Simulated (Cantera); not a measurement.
Input: 1 mol FeS, 17 mol H₂, at 0.133 bar.

Cantera equilibrium calculation (NASA polynomials, part measured and part estimated; ideal gas, pure solids and liquids). Candidate condensed phases: Fe, FeS, FeS₂, S; 8 gas species. Metal and sulfide melt together well below either melting point, which pure phases cannot show. Mutual solubility and eutectic melting of coexisting phases are not modelled. FeS: taken at fixed stoichiometry. Gases not in the tables: S₃ to S₇. Rates play no part.

x: gas mole fraction; n: condensed amount in mol.

```json
[
 {"T (K)": "898", "x H₂": "1.000", "x H₂S": "0.000450", "x S₂": "7.11e-12", "x SH": "7.88e-10", "x H": "3.00e-10", "x Fe": "<1e-12", "n Fe(α)": "0.00766", "n FeS(s)": "0.992", "n Fe(γ)": "0", "n FeS(l)": "0", "n Fe(δ)": "0", "n Fe(l)": "0"},
 {"T (K)": "1048", "x H₂": "0.998", "x H₂S": "0.00158", "x S₂": "2.75e-9", "x SH": "6.48e-8", "x H": "2.11e-8", "x Fe": "1.05e-12", "n Fe(α)": "0.0269", "n FeS(s)": "0.973", "n Fe(γ)": "0", "n FeS(l)": "0", "n Fe(δ)": "0", "n Fe(l)": "0"},
 {"T (K)": "1198", "x H₂": "0.996", "x H₂S": "0.00416", "x S₂": "2.56e-7", "x SH": "1.82e-6", "x H": "5.20e-7", "x Fe": "[?]", "n Fe(α)": "0", "n FeS(s)": "0.929", "n Fe(γ)": "0.0708", "n FeS(l)": "0", "n Fe(δ)": "0", "n Fe(l)": "0"},
 {"T (K)": "1348", "x H₂": "0.991", "x H₂S": "0.00876", "x S₂": "8.62e-6", "x SH": "2.42e-5", "x H": "6.31e-6", "x Fe": "[?]", "n Fe(α)": "0", "n FeS(s)": "0.850", "n Fe(γ)": "0.150", "n FeS(l)": "0", "n Fe(δ)": "0", "n Fe(l)": "0"},
 {"T (K)": "1498", "x H₂": "0.985", "x H₂S": "0.0146", "x S₂": "0.000122", "x SH": "0.000176", "x H": "4.67e-5", "x Fe": "[?]", "n Fe(α)": "0", "n FeS(s)": "0", "n Fe(γ)": "0.255", "n FeS(l)": "0.745", "n Fe(δ)": "0", "n Fe(l)": "0"},
 {"T (K)": "1648", "x H₂": "0.980", "x H₂S": "0.0183", "x S₂": "0.000732", "x SH": "0.000740", "x H": "0.000241", "x Fe": "[?]", "n Fe(α)": "0", "n FeS(s)": "0", "n Fe(γ)": "0.349", "n FeS(l)": "0.651", "n Fe(δ)": "0", "n Fe(l)": "0"},
 {"T (K)": "1798", "x H₂": "0.971", "x H₂S": "0.0220", "x S₂": "0.00325", "x SH": "0.00244", "x H": "0.000950", "x Fe": "[?]", "n Fe(α)": "0", "n FeS(s)": "0", "n Fe(γ)": "0", "n FeS(l)": "0.469", "n Fe(δ)": "0.527", "n Fe(l)": "0"},
 {"T (K)": "1948", "x H₂": "0.950", "x H₂S": "0.0260", "x S₂": "0.0121", "x SH": "0.00680", "x H": "0.00302", "x Fe": "[?]", "n Fe(α)": "0", "n FeS(s)": "0", "n Fe(γ)": "0", "n FeS(l)": "0", "n Fe(δ)": "0", "n Fe(l)": "0.974"},
 {"T (K)": "2098", "x H₂": "0.941", "x H₂S": "0.0182", "x S₂": "0.0135", "x SH": "0.00990", "x H": "0.00817", "x Fe": "[?]", "n Fe(α)": "0", "n FeS(s)": "0", "n Fe(γ)": "0", "n FeS(l)": "0", "n Fe(δ)": "0", "n Fe(l)": "0.863"}
]
```

**Question.** Some entries are withheld; supply them.

**Answer.** 
- 1198, x Fe: 3.48e-10
- 1348, x Fe: 3.06e-8
- 1498, x Fe: 1.08e-6
- 1648, x Fe: 1.96e-5
- 1798, x Fe: 0.000215
- 1948, x Fe: 0.00150
- 2098, x Fe: 0.00778
